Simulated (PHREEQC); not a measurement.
# Nickel, zinc or cadmium bath: speciation

Solution (80 °C): 11 mmol/kgw ZnSO4 and 0.18 mmol/kgw KCl. Closed to the air; pH follows from the charge balance.

All values are PHREEQC results (ion-association model, phreeqc.dat), not measurements.

```
Quantity                       Value
--------------------  --------------
pH                              5.13
ionic strength        0.0278 mol/kgw
specific conductance      3660 µS/cm
```

```tsv
species	molality	activity	log γ
Zn+2	0.00688	0.00347	-0.297
SO4-2	0.00674	0.00339	-0.298
ZnSO4	0.00393	0.00395	0.003
K+	0.000171	0.000142	-0.079
Cl-	0.000168	0.000140	-0.079
Zn(SO4)2-2	0.000155	7.63e-5	-0.307
ZnOH+	2.06e-5	1.73e-5	-0.077
ZnCl+	1.21e-5	1.01e-5	-0.078
HSO4-	1.20e-5	1.01e-5	-0.077
KSO4-	9.04e-6	7.64e-6	-0.073
H+	8.63e-6	7.46e-6	-0.063
OH-	4.15e-8	3.45e-8	-0.079
```

Precipitation was switched off in this run. At this temperature some constants are extrapolated from 25 °C, and those without enthalpy data are left unchanged.
